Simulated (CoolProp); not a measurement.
R1233zd(E) along the isobar 1.02 MPa: Z from the reference equation and from simpler models built on Tc = 165.7 °C, pc = 3.583 MPa, ω = 0.304; each cubic takes its own stable root.

Values from CoolProp's reference Helmholtz-energy equation of state, Akasaka 2022.

```csv
T (°C),phase,reference,van der Waals,Redlich-Kwong,Soave-Redlich-Kwong,Peng-Robinson
42.05,liquid,0.04151,0.07038,0.04863,0.04630,0.04090
53.25,liquid,0.04107,0.06979,0.04841,0.04595,0.04056
64.45,liquid,0.04076,0.8100,0.04840,0.04580,0.04040
75.75,liquid,0.04059,0.8276,0.04867,0.04590,0.04046
86.95,liquid,0.04060,0.8425,0.7982,0.04629,0.04079
109.45,gas,0.8100,0.8672,0.8367,0.8233,0.8113
120.65,gas,0.8321,0.8773,0.8519,0.8423,0.8305
131.95,gas,0.8507,0.8865,0.8652,0.8586,0.8472
143.15,gas,0.8663,0.8946,0.8767,0.8727,0.8616
154.35,gas,0.8796,0.9019,0.8869,0.8851,0.8742
165.65,gas,0.8913,0.9085,0.8961,0.8961,0.8855
176.85,gas,0.9014,0.9145,0.9042,0.9057,0.8955
```

At some of these states van der Waals, Redlich-Kwong gives the other phase, because its saturation line lies elsewhere.
